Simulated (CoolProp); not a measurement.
Vapour-liquid equilibrium of n-butane (1) + cis-2-butene (2) at 9.55 °C; x and y are mole fractions of (1).

The numbers come from the multi-fluid Helmholtz-energy mixture model, Bücker 2006 and Lemmon 2005; pair parameters Bell 2016 in CoolProp.

```json
[
 {"x": "0.05", "bubble pressure, mixture model (MPa)": "0.1277", "bubble pressure, Raoult's law (MPa)": "0.1269", "y, mixture model": "0.062", "y, Raoult's law": "0.058"},
 {"x": "0.125", "bubble pressure, mixture model (MPa)": "0.1301", "bubble pressure, Raoult's law (MPa)": "0.1284", "y, mixture model": "0.150", "y, Raoult's law": "0.142"},
 {"x": "0.2", "bubble pressure, mixture model (MPa)": "0.1323", "bubble pressure, Raoult's law (MPa)": "0.1299", "y, mixture model": "0.232", "y, Raoult's law": "0.225"},
 {"x": "0.275", "bubble pressure, mixture model (MPa)": "0.1342", "bubble pressure, Raoult's law (MPa)": "0.1315", "y, mixture model": "0.311", "y, Raoult's law": "0.306"},
 {"x": "0.35", "bubble pressure, mixture model (MPa)": "0.1359", "bubble pressure, Raoult's law (MPa)": "0.1330", "y, mixture model": "…", "y, Raoult's law": "0.385"},
 {"x": "0.425", "bubble pressure, mixture model (MPa)": "0.1375", "bubble pressure, Raoult's law (MPa)": "0.1345", "y, mixture model": "…", "y, Raoult's law": "0.462"},
 {"x": "0.5", "bubble pressure, mixture model (MPa)": "0.1390", "bubble pressure, Raoult's law (MPa)": "0.1360", "y, mixture model": "0.532", "y, Raoult's law": "0.537"},
 {"x": "0.575", "bubble pressure, mixture model (MPa)": "…", "bubble pressure, Raoult's law (MPa)": "0.1375", "y, mixture model": "0.604", "y, Raoult's law": "0.611"},
 {"x": "0.65", "bubble pressure, mixture model (MPa)": "0.1415", "bubble pressure, Raoult's law (MPa)": "0.1391", "y, mixture model": "0.674", "y, Raoult's law": "0.683"},
 {"x": "0.725", "bubble pressure, mixture model (MPa)": "0.1426", "bubble pressure, Raoult's law (MPa)": "0.1406", "y, mixture model": "0.744", "y, Raoult's law": "0.754"},
 {"x": "0.8", "bubble pressure, mixture model (MPa)": "0.1436", "bubble pressure, Raoult's law (MPa)": "0.1421", "y, mixture model": "0.814", "y, Raoult's law": "0.823"},
 {"x": "0.875", "bubble pressure, mixture model (MPa)": "0.1446", "bubble pressure, Raoult's law (MPa)": "0.1436", "y, mixture model": "0.884", "y, Raoult's law": "0.890"},
 {"x": "0.95", "bubble pressure, mixture model (MPa)": "0.1455", "bubble pressure, Raoult's law (MPa)": "0.1451", "y, mixture model": "0.954", "y, Raoult's law": "0.957"}
]
```

Q: Some entries are withheld; supply them.

A: 
- 0.35, y, mixture model: 0.387
- 0.425, y, mixture model: 0.460
- 0.575, bubble pressure, mixture model (MPa): 0.1403

The largest gap from Raoult's law is +2.2 % in bubble pressure, at x = 0.425. No azeotrope shows between x = 0.05 and 0.95.

Pair parameters are fitted to limited data, so mixtures are less certain than the pure fluids.
